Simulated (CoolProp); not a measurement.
Propylene at 298.15 K and 0.869 MPa is throttled through a valve to 0.237 MPa with no heat exchange. Each further row changes one setting.

The numbers come from the reference Helmholtz-energy equation of state, Lemmon 2013 in CoolProp.

| case | temperature change (K) | final density (kg/m³) |
|---|---|---|
| as stated | -12.7 | 4.37 |
| outlet pressure 0.0711 MPa | -16.0 | 1.29 |
| outlet pressure 0.308 MPa | -11.2 | 5.73 |
